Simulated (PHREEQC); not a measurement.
A solution holds 4.7 mol CaCl2 per kg of water, at 25 °C. Closed to the air; pH follows from the charge balance.

The numbers come from PHREEQC with the Pitzer model, pitzer.dat.

No solid was allowed to form.

### Question
What activity of water, osmotic coefficient, density does the model give?

### Answer
activity of water 0.536; osmotic coefficient 2.457; density 1.326 g/cm³.
